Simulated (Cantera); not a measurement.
Gas mixture: 100 % CO, at 2670 Pa, frozen composition.

Cantera's kinetic-theory transport with the Lennard-Jones parameters of GRI-Mech 3.0, ideal gas; thermal conductivity in the multicomponent form.

One state of this run: ρ (kg/m³) = 0.0112; cp (J/kg/K) = 1139; μ (µPa s) = 35.2; λ (mW/m/K) = 56.0; Pr = 0.717; D (cm²/s) H2 = 152; D (cm²/s) H2O = 53.0; D (cm²/s) N2 = 42.1. D: mixture-averaged diffusion coefficient of that species in the mixture.

**Question.** Which value of T (K) does it belong to?
(A) 800
(B) 400
(C) 1400
(D) 1800

**Answer.** A, 800
